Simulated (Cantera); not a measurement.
A jet of CH4 : O2 : N2 = 0.04 : 0.12 : 0.79 (molar parts) at 300 K and 23.3 Torr hits a platinum plate 3.7 cm away at a mass flux of 0.079 kg/m²/s; the plate temperature is set and raised in steps from an oxygen-covered start.

Model: Deutschmann's 1995 Pt surface mechanism with GRI-Mech 3.0 gas chemistry, integrated in Cantera. Catalytic surfaces can have several steady states; this one follows from the mechanism file's or the stated starting coverage.

x: mole fraction at the wall; θ: surface coverage.

| plate T (K) | wall x CH4 | wall x O2 | wall x H2O | wall x OH | wall x CO | wall x CO2 | θ free Pt | θ O* |
|---|---|---|---|---|---|---|---|---|
| 900 | 0.0341 | 0.109 | 0.0151 | 3.57e-8 | [?] | 0.00988 | 0.260 | 0.739 |
| 950 | 0.0297 | 0.0998 | 0.0232 | 1.20e-7 | [?] | 0.0152 | 0.338 | 0.661 |
| 1000 | 0.0254 | 0.0906 | 0.0311 | 3.45e-7 | [?] | 0.0205 | 0.417 | 0.582 |
| 1050 | 0.0216 | 0.0826 | 0.0380 | 8.57e-7 | [?] | 0.0251 | 0.495 | 0.504 |
| 1100 | 0.0186 | 0.0762 | 0.0436 | 1.91e-6 | [?] | 0.0288 | 0.569 | 0.431 |
| 1150 | 0.0162 | 0.0712 | 0.0479 | 3.89e-6 | [?] | 0.0317 | 0.637 | 0.363 |
| 1200 | 0.0144 | 0.0674 | 0.0511 | 7.30e-6 | [?] | 0.0338 | 0.698 | 0.301 |
| 1250 | 0.0130 | 0.0646 | 0.0535 | 1.28e-5 | [?] | 0.0354 | 0.753 | 0.247 |

### Question
Some entries are withheld; supply them.

### Answer

- 900, wall x CO: 1.50e-5
- 950, wall x CO: 1.84e-5
- 1000, wall x CO: 2.17e-5
- 1050, wall x CO: 2.54e-5
- 1100, wall x CO: 2.96e-5
- 1150, wall x CO: 3.50e-5
- 1200, wall x CO: 4.20e-5
- 1250, wall x CO: 5.15e-5
